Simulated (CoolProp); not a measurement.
Saturated liquid density (kg/m³) of octamethyltrisiloxane (MDM): the reference equation beside estimates from Tc = 292.2 °C, pc = 1438 kPa, ω = 0.528.

Computed with CoolProp (reference Helmholtz-energy equation of state, Thol 2017).

| T (°C) | reference | Redlich-Kwong | Soave-Redlich-Kwong | Peng-Robinson |
|---|---|---|---|---|
| -10.75 | 850.7 | 719.3 | 750.5 | 841.8 |
| 21.15 | 819.1 | 695.0 | 731.6 | 822.0 |
| 53.15 | 786.6 | 668.1 | 709.8 | 798.8 |
| 85.05 | 753.1 | 638.2 | 684.4 | 771.8 |
| 117.05 | 717.6 | 604.8 | 654.6 | 739.6 |
| 148.95 | 679.6 | 567.2 | 619.3 | 701.1 |
| 180.95 | 637.5 | 524.2 | 576.5 | 653.7 |
| 212.85 | 589.1 | 473.9 | 523.5 | 594.0 |
| 244.85 | 528.6 | 411.9 | 453.9 | 513.9 |
| 276.85 | 434.6 | 323.7 | 348.7 | 390.4 |

Absolute difference from the reference over all 10 rows, mean and median: Redlich-Kwong 17.8 and 16.1 %, Soave-Redlich-Kwong 11.4 and 10.2 %, Peng-Robinson 2.8 and 2.5 %.
